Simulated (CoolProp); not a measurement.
Vapour-liquid equilibrium of R22 (1) + C3F8 (R218) (2) at -57.65 °C; x and y are mole fractions of (1).

Values from CoolProp's multi-fluid Helmholtz-energy mixture model, Kamei 1995 and Lemmon 2006; pair parameters Bell 2016.

```csv
x,bubble pressure (kPa),y at the bubble point,dew pressure at overall composition x (kPa),liquid density (mol/L)
0.05,41.51,(withheld),36.84,9.204
0.2,53.51,(withheld),(withheld),9.908
0.35,(withheld),0.537,48.70,10.74
0.5,59.88,0.577,56.62,11.72
0.65,59.97,(withheld),58.35,12.92
0.8,58.71,0.642,51.11,14.37
0.95,50.43,0.814,(withheld),16.16
```

Q: Some entries are withheld; supply them.

A: 
- 0.05, y at the bubble point: 0.186
- 0.2, y at the bubble point: 0.442
- 0.2, dew pressure at overall composition x (kPa): 42.07
- 0.35, bubble pressure (kPa): 58.46
- 0.65, y at the bubble point: 0.600
- 0.95, dew pressure at overall composition x (kPa): 44.69

y crosses x between x = 0.5 and 0.65: the model has an azeotrope there.

The pair parameters rest on a limited set of measurements; away from them the model extrapolates. With so large a gap from Raoult's law the liquid may split in two, which this calculation doesn't test in full.
